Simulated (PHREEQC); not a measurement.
0.03 g of hydrous ferric oxide (600 m²/g; 0.2 weak and 0.005 strong sites per Fe, Dzombak-Morel constants, diffuse double layer) in 1 kg of water with 0.1 mol/kgw of an inert sodium salt and 7.6e-05 mol NaF, 2.6e-07 mol H3BO3 and 1.3e-06 mol CuSO4, at 25 °C; the pH is set by adding NaOH or the inert anion's acid. O2 is buffered at 0.21 atm. The system is closed to CO2. Nothing may precipitate in this run.

Model: ion-association model, wateq4f.dat, run in PHREEQC.

```json
[
 {"pH": "3", "F sorbed (%)": "12.3", "B sorbed (%)": "0.0", "S sorbed (%)": "79.4", "Cu sorbed (%)": "0.0", "surface charge σ (C/m²)": "0.304", "surface potential ψ (mV)": "144"},
 {"pH": "3.75", "F sorbed (%)": "(withheld)", "B sorbed (%)": "0.0", "S sorbed (%)": "71.9", "Cu sorbed (%)": "0.1", "surface charge σ (C/m²)": "0.271", "surface potential ψ (mV)": "138"},
 {"pH": "4.5", "F sorbed (%)": "(withheld)", "B sorbed (%)": "0.0", "S sorbed (%)": "59.0", "Cu sorbed (%)": "2.4", "surface charge σ (C/m²)": "0.225", "surface potential ψ (mV)": "129"},
 {"pH": "5.25", "F sorbed (%)": "9.8", "B sorbed (%)": "0.0", "S sorbed (%)": "33.8", "Cu sorbed (%)": "(withheld)", "surface charge σ (C/m²)": "0.163", "surface potential ψ (mV)": "112"},
 {"pH": "6", "F sorbed (%)": "5.0", "B sorbed (%)": "0.0", "S sorbed (%)": "9.9", "Cu sorbed (%)": "(withheld)", "surface charge σ (C/m²)": "0.104", "surface potential ψ (mV)": "90"},
 {"pH": "6.75", "F sorbed (%)": "1.9", "B sorbed (%)": "0.0", "S sorbed (%)": "1.4", "Cu sorbed (%)": "99.0", "surface charge σ (C/m²)": "(withheld)", "surface potential ψ (mV)": "63"},
 {"pH": "7.5", "F sorbed (%)": "0.5", "B sorbed (%)": "0.0", "S sorbed (%)": "0.1", "Cu sorbed (%)": "99.6", "surface charge σ (C/m²)": "0.023", "surface potential ψ (mV)": "30"},
 {"pH": "8.25", "F sorbed (%)": "0.1", "B sorbed (%)": "0.0", "S sorbed (%)": "0.0", "Cu sorbed (%)": "99.6", "surface charge σ (C/m²)": "-0.004", "surface potential ψ (mV)": "-5"},
 {"pH": "9", "F sorbed (%)": "0.0", "B sorbed (%)": "0.0", "S sorbed (%)": "0.0", "Cu sorbed (%)": "99.4", "surface charge σ (C/m²)": "-0.033", "surface potential ψ (mV)": "-41"}
]
```

Q: Some entries are withheld; supply them.

A: 
- 3.75, F sorbed (%): 16.1
- 4.5, F sorbed (%): 14.4
- 5.25, Cu sorbed (%): 32.3
- 6, Cu sorbed (%): 87.0
- 6.75, surface charge σ (C/m²): 0.058

Real BF4- forms and hydrolyses slowly; the run takes it at equilibrium. The database's constant for dissolved Cu(OH)2 is higher than later reviews accept. The oxide is taken as insoluble; below pH 4 it would dissolve.
